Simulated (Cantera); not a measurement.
# Stirred combustor or abatement burner

A perfectly stirred reactor is fed with CH₄ : C₂H₆ : O₂ : N₂ : H₂O = 1 : 0.053 : 5.46 : 20.5 : 0.81 (molar parts), equivalence ratio 0.40, at 1.01 bar; it is adiabatic with a 400 K inlet, and is followed from long to short residence time, starting on the burning branch (τ in s: 0.039, 0.021, 0.011, 0.0059, 0.0031, 0.0017, 0.0009, 0.00048, 0.00025, 0.00014, 7.3e-05, 3.9e-05).

Model: GRI-Mech 3.0 (53 species, 325 reactions), integrated in Cantera.

```json
[
 {"τ (s)": "0.039", "T (K)": "1319", "x CH₄": "0.000144", "x C₂H₆": "2.14e-6", "x O₂": "0.119", "x HO₂": "1.56e-5", "x CH₂": "3.19e-8", "x CO": "0.00147", "x N₂O": "6.73e-7"},
 {"τ (s)": "0.021", "T (K)": "1306", "x CH₄": "0.000252", "x C₂H₆": "3.79e-6", "x O₂": "0.119", "x HO₂": "2.44e-5", "x CH₂": "5.11e-8", "x CO": "0.00258", "x N₂O": "5.35e-7"},
 {"τ (s)": "0.011", "T (K)": "400", "x CH₄": "0.0359", "x C₂H₆": "0.00190", "x O₂": "0.196", "x HO₂": "<1e-12", "x CH₂": "<1e-12", "x CO": "<1e-12", "x N₂O": "<1e-12"},
 {"τ (s)": "0.0059", "T (K)": "400", "x CH₄": "0.0359", "x C₂H₆": "0.00190", "x O₂": "0.196", "x HO₂": "<1e-12", "x CH₂": "<1e-12", "x CO": "<1e-12", "x N₂O": "<1e-12"},
 {"τ (s)": "0.0031", "T (K)": "400", "x CH₄": "0.0359", "x C₂H₆": "0.00190", "x O₂": "0.196", "x HO₂": "<1e-12", "x CH₂": "<1e-12", "x CO": "<1e-12", "x N₂O": "<1e-12"},
 {"τ (s)": "0.0017", "T (K)": "400", "x CH₄": "0.0359", "x C₂H₆": "0.00190", "x O₂": "0.196", "x HO₂": "<1e-12", "x CH₂": "<1e-12", "x CO": "<1e-12", "x N₂O": "<1e-12"},
 {"τ (s)": "0.00090", "T (K)": "400", "x CH₄": "0.0359", "x C₂H₆": "0.00190", "x O₂": "0.196", "x HO₂": "<1e-12", "x CH₂": "<1e-12", "x CO": "<1e-12", "x N₂O": "<1e-12"},
 {"τ (s)": "0.00048", "T (K)": "400", "x CH₄": "0.0359", "x C₂H₆": "0.00190", "x O₂": "0.196", "x HO₂": "<1e-12", "x CH₂": "<1e-12", "x CO": "<1e-12", "x N₂O": "<1e-12"},
 {"τ (s)": "0.00025", "T (K)": "400", "x CH₄": "0.0359", "x C₂H₆": "0.00190", "x O₂": "0.196", "x HO₂": "<1e-12", "x CH₂": "<1e-12", "x CO": "<1e-12", "x N₂O": "<1e-12"},
 {"τ (s)": "0.00014", "T (K)": "400", "x CH₄": "0.0359", "x C₂H₆": "0.00190", "x O₂": "0.196", "x HO₂": "<1e-12", "x CH₂": "<1e-12", "x CO": "<1e-12", "x N₂O": "<1e-12"},
 {"τ (s)": "7.3e-5", "T (K)": "400", "x CH₄": "0.0359", "x C₂H₆": "0.00190", "x O₂": "0.196", "x HO₂": "<1e-12", "x CH₂": "<1e-12", "x CO": "<1e-12", "x N₂O": "<1e-12"},
 {"τ (s)": "3.9e-5", "T (K)": "400", "x CH₄": "0.0359", "x C₂H₆": "0.00190", "x O₂": "0.196", "x HO₂": "<1e-12", "x CH₂": "<1e-12", "x CO": "<1e-12", "x N₂O": "<1e-12"}
]
```
x: mole fraction; the columns are a selection and need not sum to one.
